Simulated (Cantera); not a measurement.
Input (Python, Cantera) and output of one run.

```python
import numpy as np
import cantera as ct

gas_names = """
    CL CLO CL2 H HCL HOCL HO2 H2 H2O H2O2 O OH O2 O3 Si SiCL SiCL2 SiCL3 SiCL4 SiH SiHCL3 SiH2 SiH2CL2
    SiH3 SiH3CL SiH4 SiO SiO2 Si2 Si3
""".split()
cond_names = """
    H2O(s) H2O(L) Si(cr) Si(L) SiO2(Lqz) SiO2(hqz) SiO2(L)
""".split()


def load(file, names, dense=False):
    # The tables refer to 1 bar. Condensed volumes are neglected.
    table = {s.name: s for s in ct.Species.list_from_file(file)}
    out = []
    for n in names:
        d = dict(table[n].input_data)
        d["thermo"] = dict(d["thermo"], **{"reference-pressure": 1e5})
        if dense:
            d["equation-of-state"] = {"model": "constant-volume", "density": "1e6 g/cm^3"}
        out.append(ct.Species.from_dict(d))
    return out


gas = ct.Solution(thermo="ideal-gas", species=load("nasa_gas.yaml", gas_names))
cond = {s.name: ct.Solution(thermo="fixed-stoichiometry", species=[s], name=s.name)
        for s in load("nasa_condensed.yaml", cond_names, dense=True)}
atoms = {
    'SiO2': {'Si': 1, 'O': 2},
    'Cl2': {'CL': 2},
    'O2': {'O': 2},
    'HCl': {'H': 1, 'CL': 1},
}
top_T = {}  # K; cautious upper limits of use, not melting points


def equilibrate(T, P, feed):
    n = {}
    for name, mol in feed.items():
        for a, k in atoms[name].items():
            n[a] = n.get(a, 0.0) + k * mol
    gas.TPX = T, P, n
    mass = sum(n.values()) * gas.mean_molecular_weight
    gas.equilibrate("TP")
    valid = [c for c in cond.values() if c.min_temp <= T <= top_T.get(c.name, c.max_temp)]
    mix = ct.Mixture([(gas, mass / gas.mean_molecular_weight)] + [(c, 0.0) for c in valid])
    mix.T, mix.P = T, P
    mix.equilibrate("TP", solver="vcs", rtol=1e-11, max_steps=5000)
    return mix


results = []
feed = {'SiO2': 1, 'Cl2': 0.73, 'O2': 18, 'HCl': 2.7}  # mol
P = 1300  # Pa
for T in [850, 950, 1050, 1150, 1250, 1350, 1450, 1550, 1650, 1750, 1850]:
    mix = equilibrate(T, P, feed)
    results.append((T, P, feed, dict(zip(mix.species_names, mix.species_moles))))
    x = sorted(zip(gas.X, gas.species_names), reverse=True)
    print(f"T = {T:g} K  P = {P:g} Pa  gas = {mix.phase_moles(0):.4g} mol")
    print("   x: " + "  ".join(f"{s} {v:.3e}" for v, s in x if v > 1e-05))
    print("   condensed (mol): " + ("  ".join(f"{mix.phase(i).name} {mix.phase_moles(i):.4g}"
          for i in range(1, mix.n_phases) if mix.phase_moles(i) > 1e-12) or "none"))
```

Result:

```
T = 850 K  P = 1300 Pa  gas = 21.23 mol
   x: O2 8.384e-01  HCL 8.972e-02  CL2 5.308e-02  H2O 1.872e-02  CL 5.642e-05
   condensed (mol): SiO2(hqz) 1
T = 950 K  P = 1300 Pa  gas = 21.31 mol
   x: O2 8.389e-01  HCL 1.030e-01  CL2 4.595e-02  H2O 1.186e-02  CL 3.326e-04
   condensed (mol): SiO2(hqz) 1
T = 1050 K  P = 1300 Pa  gas = 21.36 mol
   x: O2 8.387e-01  HCL 1.112e-01  CL2 4.105e-02  H2O 7.589e-03  CL 1.408e-03
   condensed (mol): SiO2(hqz) 1
T = 1150 K  P = 1300 Pa  gas = 21.42 mol
   x: O2 8.376e-01  HCL 1.159e-01  CL2 3.684e-02  H2O 5.083e-03  CL 4.616e-03  CLO 2.096e-05
   condensed (mol): SiO2(hqz) 1
T = 1250 K  P = 1300 Pa  gas = 21.52 mol
   x: O2 8.345e-01  HCL 1.180e-01  CL2 3.156e-02  CL 1.216e-02  H2O 3.735e-03  CLO 4.541e-05
   condensed (mol): SiO2(hqz) 1
T = 1350 K  P = 1300 Pa  gas = 21.68 mol
   x: O2 8.288e-01  HCL 1.181e-01  CL 2.586e-02  CL2 2.393e-02  H2O 3.216e-03  CLO 8.150e-05  OH 1.373e-05
   condensed (mol): SiO2(hqz) 1
T = 1450 K  P = 1300 Pa  gas = 21.87 mol
   x: O2 8.211e-01  HCL 1.164e-01  CL 4.402e-02  CL2 1.480e-02  H2O 3.482e-03  CLO 1.194e-04  OH 3.875e-05  O 1.596e-05
   condensed (mol): SiO2(hqz) 1
T = 1550 K  P = 1300 Pa  gas = 22.05 mol
   x: O2 8.138e-01  HCL 1.128e-01  CL 6.093e-02  CL2 7.369e-03  H2O 4.746e-03  CLO 1.449e-04  OH 1.079e-04  O 6.192e-05
   condensed (mol): SiO2(hqz) 1
T = 1650 K  P = 1300 Pa  gas = 22.17 mol
   x: O2 8.080e-01  HCL 1.071e-01  CL 7.376e-02  H2O 7.185e-03  CL2 3.296e-03  OH 2.851e-04  O 2.042e-04  CLO 1.560e-04
   condensed (mol): SiO2(hqz) 1
T = 1750 K  P = 1300 Pa  gas = 22.26 mol
   x: O2 8.027e-01  HCL 9.949e-02  CL 8.426e-02  H2O 1.057e-02  CL2 1.500e-03  OH 6.803e-04  O 5.878e-04  CLO 1.606e-04
   condensed (mol): SiO2(L) 1
T = 1850 K  P = 1300 Pa  gas = 22.34 mol
   x: O2 7.971e-01  CL 9.401e-02  HCL 9.061e-02  H2O 1.438e-02  O 1.510e-03  OH 1.451e-03  CL2 7.281e-04  CLO 1.630e-04  H 1.635e-05  H2 1.198e-05
   condensed (mol): SiO2(L) 1
```

These are equilibrium values from Cantera (NASA tables, ideal gas, pure condensed phases), not measurements of a reactor. The tables hold silica as quartz up to 1696 K and as liquid above; real silica turns to tridymite and cristobalite and melts near 1996 K.
